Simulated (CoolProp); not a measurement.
A single-stage vapour-compression cycle with R507A: evaporating at 292.15 K (dew point), condensing at 335.15 K (bubble point), superheat 10 K, subcooling 5 K, compressor efficiency 0.85, no pressure losses. Each further row changes one setting.

Computed with CoolProp (reference Helmholtz-energy equation of state, Lemmon 2003). It is a pseudo-pure fit of the blend.

| case | cooling COP | pressure ratio | discharge temperature (K) | refrigerating effect (kJ/kg) | volumetric capacity (kJ/m³) |
|---|---|---|---|---|---|
| as stated | ___ | 2.82 | 352.1 | 92.2 | 4920 |
| evaporating temperature 297.15 K | ___ | 2.47 | 351.4 | 94.5 | 5810 |
| condensing temperature 330.15 K | 4.67 | 2.53 | 346.3 | 101 | 5420 |
| subcooling 10 K | 4.24 | 2.82 | 352.1 | 102 | 5460 |
| superheat 20 K | 3.95 | 2.82 | 360.9 | 103 | ___ |
| compressor efficiency 0.75 | 3.37 | 2.82 | 354.3 | 92.2 | 4920 |

Question: Some entries are withheld; supply them.

Answer: 
- as stated, cooling COP: 3.82
- evaporating temperature 297.15 K, cooling COP: 4.54
- superheat 20 K, volumetric capacity (kJ/m³): 5150
